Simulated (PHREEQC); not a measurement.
A made-up water analysis in mmol/kgw, 30 °C, pH 4.12, pe 11.5:

| constituent | mmol/kgw |
|---|---|
| Na | 14 |
| K | 0.152 |
| Ca | 12.2 |
| Mg | 18.6 |
| Cl | 1.74 |
| S(6) | 35.9 |
| Pb | 0.0191 |
| O(0) (counted as O atoms) | 0.116 |

Valence states are taken as typed.

Model: ion-association model, wateq4f.dat, run in PHREEQC.

Each row changes one thing in this solution. No solid was allowed to form.

| case | ionic strength (mol/kgw) | SO4-2 (mol/kgw) | Na+ (mol/kgw) | Mg+2 (mol/kgw) | MgSO4 (mol/kgw) | Ca+2 (mol/kgw) | SI of Gypsum (CaSO4:2H2O) | SI of Anglesite (PbSO4) |
|---|---|---|---|---|---|---|---|---|
| as made | 0.0845 | 0.0213 | 0.0134 | 0.00970 | 0.00890 | 0.00720 | -0.03 | +0.07 |
| Cl from 1.74 to 3.48 mmol/kgw | 0.0855 | 0.0214 | 0.0134 | 0.00973 | 0.00887 | 0.00722 | -0.03 | +0.07 |
| all concentrations times 4 at the same typed pH | 0.283 | 0.0707 | … | 0.0308 | … | 0.0242 | +0.68 | +0.68 |

Q: Fill in the missing entries.

A: 
- all concentrations times 4 at the same typed pH, Na+ (mol/kgw): 0.0512
- all concentrations times 4 at the same typed pH, MgSO4 (mol/kgw): 0.0435

Some of these states are supersaturated (in Anglesite, Gypsum, for instance).
